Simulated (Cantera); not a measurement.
A freely propagating, adiabatic, planar premixed flame of 54.1 % H₂, 9.68 % O₂, 36.3 % N₂, equivalence ratio 2.8, unburnt at 600 K and 9.50 bar; mixture-averaged transport, grid criteria slope 0.08 and curve 0.16, no radiation.

Cantera simulation using the H2/O2 subset of GRI-Mech 3.0, which has no nitrogen chemistry; the numbers are that mechanism's predictions, not measurements. The hydrogen kinetics of GRI-Mech 3.0 are dated; newer H2 mechanisms differ, most at raised pressure. Burning velocities carry a grid error of a few per cent, more on coarse grids.

x: mole fraction of selected species; z is measured from the peak of heat release.

| z (mm) | T (K) | u (m/s) | x H₂ | x O₂ | x O | x H₂O₂ | x H | x H₂O |
|---|---|---|---|---|---|---|---|---|
| -0.0871 | 600 | 6.91 | 0.541 | 0.0968 | <1e-8 | <1e-8 | <1e-8 | <1e-8 |
| -0.0581 | 600 | 6.91 | 0.540 | 0.0968 | <1e-8 | <1e-8 | <1e-8 | 3.38e-7 |
| -0.0436 | 601 | 6.91 | 0.540 | 0.0968 | <1e-8 | 1.18e-8 | <1e-8 | 2.86e-6 |
| -0.0290 | 605 | 6.95 | 0.539 | 0.0971 | ? | 3.79e-7 | 1.44e-8 | 6.34e-5 |
| -0.0145 | 715 | 8.01 | 0.523 | 0.0973 | ? | 3.66e-5 | 0.000152 | 0.00555 |
| -0.00726 | 1012 | 11.0 | 0.489 | 0.0866 | ? | 7.59e-5 | 0.00320 | 0.0362 |
| 0 | 1366 | 14.6 | 0.439 | 0.0600 | ? | 2.82e-5 | 0.0136 | 0.0941 |
| 0.00726 | 1611 | 17.1 | 0.397 | 0.0305 | ? | 5.15e-6 | 0.0254 | 0.151 |
| 0.0145 | 1744 | 18.5 | 0.375 | 0.0126 | ? | 2.19e-6 | 0.0310 | 0.185 |
| 0.0290 | 1853 | 19.5 | 0.364 | 0.00215 | ? | 6.86e-7 | 0.0299 | 0.206 |
| 0.0581 | 1932 | 20.3 | 0.367 | 0.000136 | ? | 1.81e-7 | 0.0223 | 0.211 |
| 0.116 | 1992 | 20.8 | 0.373 | 8.85e-6 | ? | 6.94e-8 | 0.0142 | 0.213 |
| 0.232 | 2034 | 21.2 | 0.377 | 2.26e-6 | ? | 2.68e-8 | 0.00824 | 0.214 |

### Question
Some entries are withheld; supply them.

### Answer

- -0.0290, x O: 6.11e-8
- -0.0145, x O: 1.47e-5
- -0.00726, x O: 0.000173
- 0, x O: 0.000649
- 0.00726, x O: 0.000764
- 0.0145, x O: 0.000470
- 0.0290, x O: 0.000147
- 0.0581, x O: 5.33e-5
- 0.116, x O: 2.23e-5
- 0.232, x O: 7.87e-6
